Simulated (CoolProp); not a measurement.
Properties of n-pentane along the isobar 99.7 bar (Tc = 469.7 K, pc = 33.68 bar, ω = 0.251).

Model: reference Helmholtz-energy equation of state, Thol 2019, in CoolProp.

```
T (K)          phase  density (kg/m³)  cp (kJ/(kg K))  cv (kJ/(kg K))  Joule-Thomson coefficient (K/MPa)
-----  -------------  ---------------  --------------  --------------  ---------------------------------
315           liquid            617.8           2.353           1.797                            -0.3649
331.2         liquid            602.7           2.424           1.858                            -0.3288
347.5         liquid            587.0           2.500           1.921                            -0.2881
363.8         liquid            570.8           2.578           1.985                            -0.2419
380           liquid            554.1           2.658           2.050                            -0.1888
396.3         liquid            536.6           2.743           2.116                            -0.1259
412.6         liquid            518.1           2.832           2.182                           -0.05006
428.8         liquid            498.7           2.925           2.248                            0.04324
445.1         liquid            477.8           3.026           2.314                             0.1625
461.4         liquid            455.4           3.135           2.380                             0.3178
477.6  supercritical            431.1           3.252           2.445                             0.5224
493.9  supercritical            404.4           3.378           2.510                             0.7958
510.2  supercritical            375.4           3.505           2.573                              1.148
526.4  supercritical            344.7           3.614           2.635                              1.567
```
